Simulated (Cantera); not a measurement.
Charge: 1 mol AlCl3, 2.2 mol O2, 5.9 mol N2, equilibrated at 10.0 mbar.

Method: chemical equilibrium by Gibbs-energy minimisation in Cantera with the NASA 1993 tables (ideal gas, pure condensed phases). Candidate condensed phases: Al, AlCl3, AlN, Al2O3; 24 gas species. Condensed phases not in the tables: AlOCl. The numbers say what is thermodynamically allowed, not how fast it happens.

x: gas mole fraction; n: condensed amount in mol.

```json
[
 {"T (K)": "650", "x N2": "0.667", "x Cl": "5.35e-7", "x Cl2": "0.169", "x O2": "0.164", "x NO": "6.84e-8", "n Al2O3(s)": "0.500"},
 {"T (K)": "800", "x N2": "0.667", "x Cl": "[?]", "x Cl2": "0.169", "x O2": "0.164", "x NO": "[?]", "n Al2O3(s)": "0.500"},
 {"T (K)": "950", "x N2": "0.666", "x Cl": "[?]", "x Cl2": "0.169", "x O2": "0.164", "x NO": "[?]", "n Al2O3(s)": "0.500"},
 {"T (K)": "1100", "x N2": "0.665", "x Cl": "0.00617", "x Cl2": "0.166", "x O2": "0.163", "x NO": "6.88e-5", "n Al2O3(s)": "0.500"},
 {"T (K)": "1250", "x N2": "0.656", "x Cl": "0.0304", "x Cl2": "0.152", "x O2": "0.161", "x NO": "0.000226", "n Al2O3(s)": "0.500"},
 {"T (K)": "1400", "x N2": "0.634", "x Cl": "0.0957", "x Cl2": "0.113", "x O2": "0.156", "x NO": "0.000560", "n Al2O3(s)": "0.500"},
 {"T (K)": "1550", "x N2": "0.602", "x Cl": "0.193", "x Cl2": "0.0566", "x O2": "0.147", "x NO": "0.00114", "n Al2O3(s)": "0.499"},
 {"T (K)": "1700", "x N2": "0.579", "x Cl": "0.258", "x Cl2": "0.0181", "x O2": "0.142", "x NO": "0.00204", "n Al2O3(s)": "0.499"}
]
```

Q: Some entries are withheld; supply them.

A: 
- 800, x Cl: 3.85e-5
- 800, x NO: 1.63e-6
- 950, x Cl: 0.000727
- 950, x NO: 1.42e-5
